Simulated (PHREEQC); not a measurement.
A solution holds 0.013 mol HF, 0.0007 mol KF, 0.00083 mol H2SiF6 and 0.002 mol H3PO4 per kg of water, at 25 °C. Closed to the air; pH follows from the charge balance.

Model: ion-association model, wateq4f.dat, run in PHREEQC.

### Question
The ionic strength comes out as 0.00585 mol/kgw. What activity coefficients do HF2-, F-, K+, H+, SiF6-2 get?

### Answer
HF2- 0.92, F- 0.92, K+ 0.92, H+ 0.93, SiF6-2 0.73.

No solid was allowed to form. Complexes and solids missing from the database can't appear. H3PO4, which wateq4f.dat lacks, is added to it with the constant of phreeqc.dat. SiF6-2 is the database's only silicon fluoride.
